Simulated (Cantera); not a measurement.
## Thermodynamics of fluorocarbon and chlorocarbon gases, feed CH3F + Si + H2

A closed system holds: 1 mol CH3F, 1.2 mol Si, 4.9 mol H2, at 2752 °C and 1.33 mbar.

Method: chemical equilibrium by Gibbs-energy minimisation in Cantera with the NASA 1993 tables (ideal gas, pure condensed phases). Candidate condensed phases: C, C6H6, C7H8, C8H18, Si, SiC; 113 gas species. The tables' values for SiF, SiF2 are old estimates; treat these amounts as uncertain. Equilibrium is a limit: real reactors are often held back by kinetics, nucleation or transport.

The x(H) comes out as 0.791. The x(Si) is 0.0726 and the x(HF) is 0.0545. The x(H2) is 0.0287. The x(C) is 0.0157. The x(C3) comes out as 0.0105. The x(F) is 0.00972, the x(SiC2) is 0.00682 and the x(SiF) is 0.00437. The gas amount is 14.15 mol, the log10 activity of C(graphite) (absent) is -0.49 and the log10 activity of Si(l) (absent) is -3.10.
